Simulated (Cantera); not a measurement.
Input: 1 mol MgO, 0.93 mol CH₄, 1.6 mol CO, equilibrated at 39.8 Torr.

These are equilibrium values from Cantera (NASA tables, ideal gas, pure condensed phases), not measurements of a reactor. Candidate condensed phases: C, C₆H₆, C₇H₈, C₈H₁₈, H₂O, Mg, MgCO₃, MgO, Mg(OH)₂; 116 gas species. Rates play no part.

Question: At 1350 K, list the 5 most abundant gas species with their mole fractions, and the condensed phases.

Answer: H₂ 0.537, CO 0.462, CH₄ 8.82e-5, H₂O 7.55e-5, CO₂ 3.30e-5. Condensed: C(graphite) + MgO(s).
